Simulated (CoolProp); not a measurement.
Propylene at several states: fugacity coefficient from the reference equation and from simpler models built on Tc = 364.2 K, pc = 45.55 bar, ω = 0.146; each cubic takes its own stable root.

Computed with CoolProp (reference Helmholtz-energy equation of state, Lemmon 2013).

```tsv
T (K)	p (bar)	phase	reference	van der Waals	Peng-Robinson
212.7	4.03	liquid	0.1335	0.7779	0.1357
347.4	195	liquid	0.2051	0.2864	0.2001
253.2	2.69	gas	0.9366	0.9591	0.9396
134.7	0.423	liquid	0.001308	0.2804	0.001647
124.6	0.213	liquid	0.0005061	0.2682	0.0006898
273.3	119	liquid	0.06404	0.1553	0.06270
```
